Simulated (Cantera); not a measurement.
A freely propagating, adiabatic, planar premixed flame of H₂ : O₂ : N₂ = 1 : 0.417 : 2.04 (molar parts), unburnt at 500 K and 14000 Pa; multicomponent+Soret transport, grid criteria slope 0.08 and curve 0.16, no radiation.

Model: the H2/O2 subset of GRI-Mech 3.0, which has no nitrogen chemistry, integrated in Cantera. Burning velocities carry a grid error of a few per cent, more on coarse grids.

x: mole fraction of selected species; z is measured from the peak of heat release.

```csv
z (mm),T (K),u (m/s),x H₂,x O₂,x H₂O₂,x HO₂,x O,x H₂O
-18.2,500,3.61,0.289,0.121,<1e-8,<1e-8,<1e-8,<1e-8
-12.2,500,3.61,0.289,0.121,<1e-8,<1e-8,<1e-8,<1e-8
-9.12,500,3.61,0.289,0.121,<1e-8,<1e-8,<1e-8,<1e-8
-6.08,500,3.61,0.289,0.121,<1e-8,1.11e-7,<1e-8,1.08e-8
-3.04,507,3.65,0.285,0.121,1.46e-6,6.26e-5,4.62e-6,0.000393
-1.52,657,4.63,0.256,0.118,2.65e-6,3.89e-5,0.000137,0.0133
0,…,7.27,…,…,…,…,…,…
1.52,1325,9.02,0.0587,0.0230,5.82e-7,3.60e-6,0.00872,0.197
3.04,1436,9.73,0.0536,…,…,…,0.00859,0.210
6.08,1558,10.5,0.0563,0.0140,3.57e-7,1.66e-6,0.00790,0.216
12.2,1695,11.3,0.0585,0.0114,2.00e-7,1.18e-6,0.00665,0.223
24.3,1833,12.1,0.0592,0.00871,1.04e-7,8.06e-7,0.00503,0.232
48.6,1963,12.8,0.0584,0.00607,5.55e-8,5.33e-7,0.00337,0.242
```

Task: Complete the blanks.

Result: 
- 0, T (K): 1060
- 0, x H₂: 0.141
- 0, x O₂: 0.0747
- 0, x H₂O₂: 4.56e-7
- 0, x HO₂: 1.30e-5
- 0, x O: 0.00483
- 0, x H₂O: 0.103
- 3.04, x O₂: 0.0164
- 3.04, x H₂O₂: 5.13e-7
- 3.04, x HO₂: 2.26e-6
